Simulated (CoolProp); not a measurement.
Properties of acetone along the isotherm 269.5 K.

The numbers come from the reference Helmholtz-energy equation of state, Lemmon 2006 in CoolProp. It is a short technical equation, of lower accuracy than the large ones.

```tsv
p (MPa)	phase	Z	cv (kJ/(kg K))	speed of sound (m/s)	expansivity (1/kK)
4.27	liquid	0.1351	1.507	1322	1.288
8.53	liquid	0.2687	1.508	1347	1.255
12.8	liquid	0.4017	1.509	1370	1.226
17.1	liquid	0.5346	1.510	1392	1.198
21.3	liquid	0.6636	1.512	1413	1.172
25.6	liquid	0.7948	1.513	1434	1.148
29.9	liquid	0.9253	1.514	1454	1.126
34.1	liquid	1.052	1.516	1473	1.105
38.4	liquid	1.181	1.517	1492	1.085
42.7	liquid	1.309	1.519	1511	1.066
46.9	liquid	1.434	1.521	1528	1.049
```
